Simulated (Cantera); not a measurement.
Cantera run, input and output.

```python
import numpy as np
import cantera as ct

gas = ct.Solution("h2o2.yaml")
gas.TPX = 300, 82000, {'H2': 1, 'O2': 0.263, 'N2': 1.11, 'H2O': 0.097}
flame = ct.FreeFlame(gas, width=0.046)
flame.set_refine_criteria(ratio=3, slope=0.08, curve=0.16)
flame.transport_model = "mixture-averaged"
flame.solve(loglevel=0, auto=True)
z, T = flame.grid, flame.T
thick = (T[-1] - T[0]) / np.gradient(T, z).max()
show = ['H2', 'O2', 'H2O', 'HO2', 'O', 'H2O2']
print(f"laminar burning velocity  {flame.velocity[0] * 100:.3f} cm/s")
print(f"burnt temperature         {T[-1]:.1f} K")
print(f"thermal thickness         {thick * 1e3:.4f} mm")
print(f"grid points               {len(z)}")
z0 = z[flame.heat_release_rate.argmax()]
print(f"{'z/mm':>9s}{'T/K':>9s}{'u/(m/s)':>9s}" + "".join(f"{s:>11s}" for s in show))
rows = []
for k in (-3, -2, -1.5, -1, -0.5, -0.25, 0, 0.25, 0.5, 1, 2, 4, 8):
    zz = z0 + k * thick
    rows.append([k * thick, np.interp(zz, z, T), np.interp(zz, z, flame.velocity),
                 *(np.interp(zz, z, flame.X[gas.species_index(s)]) for s in show)])
    print(f"{rows[-1][0] * 1e3:9.3f}{rows[-1][1]:9.1f}{rows[-1][2]:9.3f}" + "".join(f"{x:11.3e}" for x in rows[-1][3:]))
```

It prints:

```
laminar burning velocity  247.799 cm/s
burnt temperature         1925.2 K
thermal thickness         0.3991 mm
grid points               120
     z/mm      T/K  u/(m/s)         H2         O2        H2O        HO2          O       H2O2
   -1.197    300.0    2.478  4.049e-01  1.065e-01  3.927e-02  6.243e-13  2.323e-13  8.015e-14
   -0.798    300.0    2.478  4.049e-01  1.065e-01  3.927e-02  8.394e-11  1.511e-11  1.092e-11
   -0.599    300.0    2.478  4.048e-01  1.065e-01  3.927e-02  2.660e-09  2.585e-10  3.525e-10
   -0.399    300.2    2.479  4.046e-01  1.065e-01  3.929e-02  7.191e-08  4.130e-09  9.832e-09
   -0.200    314.2    2.577  4.000e-01  1.073e-01  3.981e-02  2.883e-05  4.888e-07  4.401e-06
   -0.100    490.2    3.920  3.771e-01  1.055e-01  5.107e-02  4.299e-04  4.510e-05  9.686e-05
    0.000    881.3    6.848  3.245e-01  8.828e-02  9.706e-02  1.395e-04  5.331e-04  3.778e-05
    0.100   1189.0    9.108  2.584e-01  5.489e-02  1.661e-01  5.887e-05  2.028e-03  2.428e-06
    0.200   1372.4   10.470  2.085e-01  2.254e-02  2.273e-01  2.196e-05  2.200e-03  9.684e-07
    0.399   1521.3   11.548  1.828e-01  2.529e-03  2.665e-01  2.279e-06  9.195e-04  5.181e-07
    0.798   1629.0   12.284  1.871e-01  3.877e-04  2.726e-01  3.532e-07  5.377e-04  3.224e-07
    1.596   1724.8   12.918  1.945e-01  2.029e-04  2.753e-01  1.888e-07  3.175e-04  1.739e-07
    3.193   1802.5   13.421  2.006e-01  9.570e-05  2.779e-01  9.565e-08  1.536e-04  8.303e-08
```

Detailed kinetics in Cantera: the H2/O2 subset of GRI-Mech 3.0, which has no nitrogen chemistry. Burning velocities carry a grid error of a few per cent, more on coarse grids.
